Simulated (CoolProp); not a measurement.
A simple Rankine cycle with R1233zd(E): condensing at 298.15 K, boiler at 0.692 MPa, turbine inlet 449 K, turbine efficiency 0.75, pump efficiency 0.7, no recuperator. Each further row changes one setting.

Values from CoolProp's reference Helmholtz-energy equation of state, Akasaka 2022.

```tsv
case	thermal efficiency (%)	net work (kJ/kg)	heat in (kJ/kg)	turbine exit temperature (K)	volume ratio over the turbine
as stated	9.9	31.8	321	409.6	5.10
condensing temperature 290.15 K	11.3	[?]	330	[?]	[?]
boiler pressure 0.484 MPa	8.0	25.7	323	418.5	3.57
turbine efficiency 0.65	8.6	27.5	321	414.2	5.16
```

What belongs in the gaps?


- condensing temperature 290.15 K, net work (kJ/kg): 37.3
- condensing temperature 290.15 K, turbine exit temperature (K): 403.4
- condensing temperature 290.15 K, volume ratio over the turbine: 6.77
